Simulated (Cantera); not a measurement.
Input: 1 mol HI, 0.063 mol H₂O, 0.077 mol H₂, held at 1852 °C and 8.20 mbar.

Cantera equilibrium calculation (NASA polynomials, part measured and part estimated; ideal gas, pure solids and liquids). Candidate condensed phases: H₂O, I₂; 12 gas species. Rates play no part.

Base state: I 0.593, H₂ 0.332, H₂O 0.0379, H 0.0231, HI 0.0137, OH 0.000327, I₂ 4.80e-5, O 1.61e-5 (mole fractions); condensed: gas only.

### Question
What changes in the equilibrium state with this change: temperature from 1852 °C to 2527 °C?

### Answer
```csv
species,before,after
I,0.593,0.497
H,0.0231,0.334
H₂,0.332,0.136
O,1.61e-5,0.0118
HI,0.0137,0.00227
H₂O,0.0379,0.0112
O₂,7.83e-7,0.000388
OH,0.000327,0.00768
I₂,4.80e-5,3.92e-6
```
